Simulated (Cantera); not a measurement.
Cantera run:

```python
import numpy as np
import cantera as ct

gas_names = [...]  # 83 gases of nasa_gas.yaml made of C, H, S
cond_names = """
    C(gr) C6H6(L) C7H8(L) C8H18(L),n-octa S(cr1) S(cr2) S(L)
""".split()


# ... load() reads the species with a 1 bar reference pressure and builds the phases ...
atoms = {
    'CS2': {'C': 1, 'S': 2},
    'H2': {'H': 2},
}
top_T = {'C(gr)': 4500}  # K; cautious upper limits of use, not melting points


# ... equilibrate(T, P, feed) seeds the gas with the atoms and calls Mixture.equilibrate('TP', solver="vcs", rtol=1e-11, max_steps=5000) ...
results = []
feed = {'CS2': 1, 'H2': 1.6}  # mol
T = 3223  # K
P = 3100  # Pa
mix = equilibrate(T, P, feed)
results.append((T, P, feed, dict(zip(mix.species_names, mix.species_moles))))
print(gas.report(threshold=0.0001))
for i in range(1, mix.n_phases):
    print(f"{mix.phase(i).name:16s} {mix.phase_moles(i):12.5e} mol")
```

Output:

```
       temperature   3223 K
          pressure   3100 Pa
           density   0.0019411 kg/m^3
  mean mol. weight   16.779 kg/kmol
   phase of matter   gas

                          1 kg             1 kmol
                     ---------------   ---------------
          enthalpy        1.7728e+07        2.9747e+08  J
   internal energy        1.6131e+07        2.7067e+08  J
           entropy             14727        2.4711e+05  J/K
    Gibbs function       -2.9738e+07       -4.9898e+08  J
 heat capacity c_p            1571.1             26363  J/K
 heat capacity c_v            1075.6             18048  J/K

                      mass frac. Y      mole frac. X     chem. pot. / RT
                     ---------------   ---------------   ---------------
                 C        0.00037255        0.00052045            -6.996
                CS           0.55162           0.21002           -25.901
               CS2         0.0033687        0.00074248           -44.806
                 H          0.029851           0.49691           -13.518
                H2          0.010294          0.085677           -27.036
                 S           0.36786           0.19253           -18.905
                SH          0.016001         0.0081195           -32.423
                S2          0.020354         0.0053264            -37.81
     [  +75 minor]        0.00028723        0.00016363

C(gr)             0.00000e+00 mol
S(L)              0.00000e+00 mol
```

Equilibrium computed with Cantera from the NASA thermochemical tables; the gas is ideal and each condensed phase is pure.
